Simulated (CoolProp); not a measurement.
Saturated liquid density (kg/m³) of C2F6 (R116): the reference equation beside estimates from Tc = 293.0 K, pc = 3048 kPa, ω = 0.257. Rackett uses Z = 0.29056 − 0.08775 ω.

Computed with CoolProp (reference Helmholtz-energy equation of state, Lemmon 2006). It is a short technical equation, of lower accuracy than the large ones.

```tsv
T (K)	reference	Rackett	Redlich-Kwong	Soave-Redlich-Kwong	Peng-Robinson
182.4	1659	1745	1538	1589	1794
185.1	1648	1733	1526	1578	1782
187.8	1637	1721	1513	1566	1770
190.5	1625	1708	1501	1555	1757
193.3	1613	1695	1488	1542	1744
196	1601	1682	1475	1530	1731
198.7	1589	1669	1461	1518	1717
201.4	1577	1656	1448	1505	1703
204.1	1564	1643	1434	1492	1689
206.9	1551	1629	1419	1478	1674
209.6	1538	1615	1405	1464	1659
212.3	1526	1602	1390	1450	1643
215	1512	1588	1375	1436	1627
217.8	1499	1573	1359	1421	1610
220.5	1485	1558	1344	1405	1594
```

Absolute difference from the reference over all 15 rows, mean and median: Rackett 5.0 and 5.0 %, Redlich-Kwong 8.3 and 8.2 %, Soave-Redlich-Kwong 4.6 and 4.6 %, Peng-Robinson 7.9 and 8.0 %.
